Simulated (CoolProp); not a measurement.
Vapour-liquid equilibrium of CH2F2 (R32) (1) + R125 (2) at 0.0849 MPa; x and y are mole fractions of (1).

Computed with CoolProp (multi-fluid Helmholtz-energy mixture model, Tillner-Roth 1997 and Lemmon 2005; pair parameters Lemmon 2004).

```tsv
x	bubble temperature (°C)	y at the bubble point	dew temperature at overall composition x (°C)	liquid density (mol/L)
0.05	-51.9	0.064	-51.9	13.03
0.125	-52.4	0.157	-52.2	(withheld)
0.2	-52.8	0.245	(withheld)	14.04
0.275	-53.2	0.329	-53.0	14.60
0.35	-53.6	0.407	-53.3	15.21
0.425	-53.9	0.481	-53.7	(withheld)
0.5	-54.2	0.552	-54.0	16.56
0.575	-54.5	0.619	-54.3	17.33
0.65	-54.7	0.684	-54.6	18.17
0.725	-54.9	(withheld)	-54.9	19.09
0.8	-55.0	0.812	-55.0	20.11
0.875	-55.1	0.878	-55.1	21.26
0.95	-55.1	0.948	-55.1	22.54
```

Some entries are withheld; supply them.


- 0.125, liquid density (mol/L): 13.52
- 0.2, dew temperature at overall composition x (°C): -52.6
- 0.425, liquid density (mol/L): 15.86
- 0.725, y at the bubble point: 0.748

y crosses x between x = 0.875 and 0.95: the model has an azeotrope there.

Pair parameters are fitted to limited data, so mixtures are less certain than the pure fluids.
